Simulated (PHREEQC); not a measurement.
A solution holds 0.065 mol/kgw KH2PO4 and 0.047 mol/kgw HF, at 31 °C. Closed to the air; pH follows from the charge balance.

The numbers come from PHREEQC with the ion-association model, phreeqc.dat.

Problem. The ionic strength comes out as 0.0672 mol/kgw. What activity coefficients do K+, F-, HPO4-2, H+, H2PO4- get?

Solution. K+ 0.79, F- 0.79, HPO4-2 0.42, H+ 0.84, H2PO4- 0.81.

Precipitation was switched off in this run.
